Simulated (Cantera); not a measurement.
Source: NASA polynomial tables (part measured, part estimated), evaluated in Cantera. Values are per mole of reaction as written; species without (g) are pure solids or liquids, kept so even where they would boil at 1 bar.

C6H6(g) + 6 Fe(OH)3 = 6 CH4(g) + 3 Fe2O3 + 3 O3(g)

```tsv
T (K)	ΔH° (kJ)	ΔS° (J/K)	ΔG° (kJ)	log10 K
300	2414.6	1200.2	2054.6	-357.73
673	2379.9	1128.4	1620.5	-125.77
773	___	___	___	___
873	2361.2	1104.0	1397.4	-83.61
973	2351.2	1093.2	1287.5	-69.12
1073	___	___	___	___
1173	2320.9	1065.0	1071.7	-47.72
1273	2304.2	1051.3	965.9	-39.63
1373	2287.5	1038.7	861.4	-32.77
```

Problem. Complete the blanks.

Solution. 
- 773, ΔH° (kJ): 2370.0
- 773, ΔS° (J/K): 1114.8
- 773, ΔG° (kJ): 1508.3
- 773, log10 K: -101.92
- 1073, ΔH° (kJ): 2337.0
- 1073, ΔS° (J/K): 1079.3
- 1073, ΔG° (kJ): 1178.9
- 1073, log10 K: -57.39
